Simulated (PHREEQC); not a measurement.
PHREEQC input (ion-association model, wateq4f.dat):

```
SOLUTION_MASTER_SPECIES
  An  An-  0  An  62.0  # stands for a non-complexing anion
SOLUTION_SPECIES
  An- = An-
    -log_k 0
    -gamma 3.0 0
PHASES
  Fix_H+
    H+ = H+
    -log_k 0
SOLUTION 1
  temp 25
  units mmol/kgw
  pH 7 charge
  Cl 0.4
  Mn(2) 0.2
  Na 100
  An 100
END
SELECTED_OUTPUT 1
  -reset false
  -pH true
  -pe true
  -ionic_strength true
  -water true
  -totals Cl Mn Na Mn(2) Mn(3) Mn(6) Mn(7)
  -molalities Hfo_wOH Hfo_wOH2+ Hfo_wO- Hfo_sOH Hfo_sOH2+ Hfo_sO- Hfo_sOMn+ Hfo_wOMn+
  -saturation_indices Pyrochroite Halite
USER_PUNCH 1
  -headings sigma psi
  10 PUNCH EDL("sigma", "Hfo"), EDL("psi", "Hfo")
PRINT
  -reset false
USE solution 1
SURFACE 1
  Hfo_wOH 0.00011236 600 0.05
  Hfo_sOH 2.80899e-06
EQUILIBRIUM_PHASES 1
  Fix_H+ -3 HAn 10
    -force_equality true
END
# ... the last block is repeated for the other 12 points of pH, with NaOH or the acid as the point needs
```

Selected output (columns that matter, 13 of 13 rows; pH added in front):

```
pH	mu	Mn	Na	m_Hfo_wOH	m_Hfo_wOH2+	m_Hfo_wO-	m_Hfo_sOH	m_Hfo_sOH2+	m_Hfo_sO-	m_Hfo_sOMn+	si_Pyrochroite	si_Halite	sigma	psi
3	0.10187	0.0002	0.1	2.1406e-06	0.00011022	9.5238e-10	5.3514e-08	2.7554e-06	2.3809e-11	4.4797e-12	-13.302	-6.2047	0.36337	0.15252
3.67	0.10091	0.0002	0.1	8.4644e-06	0.00010388	1.58e-08	2.116e-07	2.5969e-06	3.9499e-10	9.2612e-11	-11.961	-6.204	0.34243	0.14973
4.33	0.1007	0.0002	0.1	2.3847e-05	8.8366e-05	1.4742e-07	5.9582e-07	2.2078e-06	3.6834e-09	1.646e-09	-10.64	-6.2038	0.29085	0.14145
5	0.10064	0.00019997	0.1	4.5736e-05	6.5896e-05	7.2721e-07	1.1326e-06	1.6318e-06	1.8008e-08	2.6616e-08	-9.3005	-6.2038	0.21489	0.12609
5.67	0.10062	0.00019964	0.1	6.5151e-05	4.5037e-05	2.1591e-06	1.4254e-06	9.8533e-07	4.7237e-08	3.5104e-07	-7.9612	-6.2038	0.1421	0.10532
6.33	0.10061	0.00019797	0.1	7.7886e-05	2.9606e-05	4.6939e-06	6.6153e-07	2.5146e-07	3.9868e-08	1.8561e-06	-6.6448	-6.2037	0.087338	0.08164
7	0.10059	0.00019495	0.1	8.2963e-05	1.8556e-05	8.4974e-06	7.6142e-08	1.703e-08	7.7988e-09	2.708e-06	-5.3115	-6.2037	0.048631	0.055631
7.67	0.10058	0.00018005	0.10003	7.1207e-05	6.7243e-06	1.7274e-05	9.2215e-09	8.7081e-10	2.2371e-09	2.7967e-06	-4.0063	-6.2036	0.030232	0.038148
8.33	0.10056	0.00015725	0.10008	3.6352e-05	8.6e-07	3.5201e-05	2.0275e-09	4.7966e-11	1.9633e-09	2.8049e-06	-2.746	-6.2033	0.027048	0.034667
9	0.10055	0.00014391	0.10012	1.1013e-05	5.7877e-08	4.8007e-05	4.6078e-10	2.4215e-12	2.0086e-09	2.8065e-06	-1.4489	-6.2032	0.026172	0.033683
9.67	0.10059	0.00013979	0.10018	2.6491e-06	3.0739e-09	5.2302e-05	1.0289e-10	1.1939e-13	2.0313e-09	2.8068e-06	-0.1417	-6.2029	0.025448	0.032856
10.33	0.10078	0.00013909	0.10042	6.5e-07	1.8054e-10	5.3609e-05	2.4944e-11	6.9284e-15	2.0573e-09	2.8069e-06	1.0946	-6.202	0.023467	0.030544
11	0.10177	0.00013977	0.10151	1.8749e-07	1.471e-11	5.4748e-05	7.2796e-12	5.7112e-16	2.1256e-09	2.8069e-06	2.1785	-6.198	0.017631	0.023389
```

Along this series the solution becomes supersaturated in solids that the run did not let form, among them Pyrochroite. Species that the database lacks are ignored. The oxide is taken as insoluble; below pH 4 it would dissolve.
